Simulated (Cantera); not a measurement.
An isothermal, constant-pressure homogeneous reactor starts with C2H4 : H2 = 1 : 8.7 (molar parts), at 1375 K and 100.0 Torr.

Model: GRI-Mech 3.0 (53 species, 325 reactions), integrated in Cantera. GRI-Mech 3.0 was tuned for natural gas; its chemistry of ethylene as a main component is partial and can be far from experiment. GRI-Mech 3.0 stops at C3 and has no aromatics, soot or wall deposition, so with more carbon than oxygen in the feed, carbon stays in small species such as C2H2 where larger ones or solid carbon would form.

x: mole fraction; the columns are a selection and need not sum to one.

```tsv
t (s)	x C2H4	x H2	x C2H	x C2H2	x CH4	x H	x CH3
0.000300	0.103	0.897	<1e-12	1.52e-5	3.51e-11	1.62e-8	4.13e-12
0.00110	0.103	0.897	<1e-12	…	…	…	5.20e-11
0.00405	0.103	0.897	<1e-12	0.000221	7.91e-8	2.72e-7	7.44e-10
0.0149	0.102	0.897	6.06e-12	0.00138	8.79e-6	4.87e-6	3.52e-8
0.0548	0.0745	0.899	5.71e-10	0.0254	0.00102	2.50e-5	9.37e-7
0.201	0.0252	0.902	1.49e-9	0.0692	0.00348	2.40e-5	1.97e-6
0.740	0.0107	0.902	1.57e-9	0.0813	…	…	…
2.72	0.0102	0.898	1.39e-9	0.0791	0.0124	1.95e-5	5.40e-6
10.0	0.00936	0.888	1.02e-9	0.0730	0.0295	1.53e-5	1.02e-5
```

### Question
Complete the blanks.

### Answer

- 0.00110, x C2H2: 5.67e-5
- 0.00110, x CH4: 1.59e-9
- 0.00110, x H: 6.07e-8
- 0.740, x CH4: 0.00599
- 0.740, x H: 2.16e-5
- 0.740, x CH3: 2.90e-6
